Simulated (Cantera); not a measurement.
**Thermodynamics of halide evaporation, hydrolysis and transport, feed CaF₂ + HF + N₂**

Charge: 1 mol CaF₂, 0.034 mol HF, 57 mol N₂, at 77.0 Pa.

Cantera equilibrium calculation (NASA polynomials, part measured and part estimated; ideal gas, pure solids and liquids). Candidate condensed phases: Ca, CaF₂; 25 gas species. Rates play no part.

| T (K) | x N₂ | x CaF₂ | x HF | x F | n CaF₂(s) |
|---|---|---|---|---|---|
| 923 | 0.999 | 2.30e-12 | 0.000596 | <1e-12 | 1.00 |
| 1023 | 0.999 | 5.18e-10 | 0.000596 | 8.04e-12 | 1.00 |
| 1123 | 0.999 | 4.29e-8 | 0.000596 | 9.97e-11 | 1.000 |
| 1223 | 0.999 | 1.67e-6 | 0.000596 | 8.48e-10 | 1.000 |
| 1323 | 0.999 | 3.63e-5 | 0.000596 | 5.51e-9 | 0.998 |
| 1423 | 0.999 | 0.000499 | 0.000596 | 3.13e-8 | 0.972 |
| 1523 | 0.995 | 0.00458 | 0.000593 | 2.31e-7 | 0.737 |
| 1623 | 0.982 | 0.0172 | 0.000586 | 1.67e-6 | 0 |
| 1723 | 0.982 | 0.0172 | 0.000585 | 6.00e-6 | 0 |
| 1823 | 0.982 | 0.0172 | 0.000584 | 1.87e-5 | 0 |
| 1923 | 0.982 | 0.0172 | 0.000582 | 5.19e-5 | 0 |
| 2023 | 0.982 | 0.0171 | 0.000576 | 0.000130 | 0 |
x: gas mole fraction; n: condensed amount in mol.

From 923 K to 1523 K the condensed part is CaF₂(s). From 1623 K to 2023 K nothing is condensed.
